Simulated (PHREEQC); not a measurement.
## Metal-bearing waste water (model solution)

Solution (73 °C): 0.25 mol/kgw MnSO4, 0.0022 mol/kgw ZnCl2 and 0.00022 mol/kgw NaF. Closed to the air; pH follows from the charge balance.

The numbers come from PHREEQC with the ion-association model, wateq4f.dat.

Each row changes one thing in this solution. No solid was allowed to form.

```
case                                             pH  ionic strength (mol/kgw)  SO4-2 (mol/kgw)  Cl- (mol/kgw)  ZnSO4 (mol/kgw)  Zn+2 (mol/kgw)  SI of Zincite(c) (ZnO)  SI of Goslarite (ZnSO4:7H2O)
---------------------------------------------  ----  ------------------------  ---------------  -------------  ---------------  --------------  ----------------------  ----------------------------
as made                                        5.77                     0.382           0.0934        0.00403         0.000979        0.000730                   -1.13                         -3.87
diluted 5-fold with water                      5.81                         …           0.0230       0.000849         0.000199        0.000210                   -1.40                         -4.58
temperature from 73 to 55 °C                   5.93                     0.417            0.102        0.00400                …        0.000699                   -1.59                         -3.72
NaF from 0.00022 to 0.00011 mol/kgw            5.77                     0.382           0.0934        0.00403         0.000979        0.000730                   -1.14                         -3.87
MnSO4 replaced by Na2SO4 at the same molality  6.28                     0.592            0.168        0.00439         0.000940        0.000564                   -0.28                         -3.89
ZnCl2 from 0.0022 to 0.00044 mol/kgw           5.81                         …           0.0939       0.000808         0.000197        0.000145                   -1.75                         -4.57
NaF left out                                   5.76                     0.381           0.0934        0.00403         0.000979        0.000730                       …                         -3.87
0.012 mol/kgw Al2(SO4)3 added                  3.96                     0.410           0.0979        0.00404         0.000972        0.000734                   -4.76                         -3.87
```

**Question.** What belongs in the gaps?

**Answer.** 
- diluted 5-fold with water, ionic strength (mol/kgw): 0.0932
- temperature from 73 to 55 °C, ZnSO4 (mol/kgw): 0.000948
- ZnCl2 from 0.0022 to 0.00044 mol/kgw, ionic strength (mol/kgw): 0.378
- NaF left out, SI of Zincite(c) (ZnO): -1.15

Some of these states are supersaturated (in Boehmite (slow to form), Gibbsite (slow to form), for instance). Away from 25 °C the constants follow the database's enthalpies or fits; those with neither stay at their 25 °C values. Fluoro complexes past AlF4- and FeF3 are missing from the database.
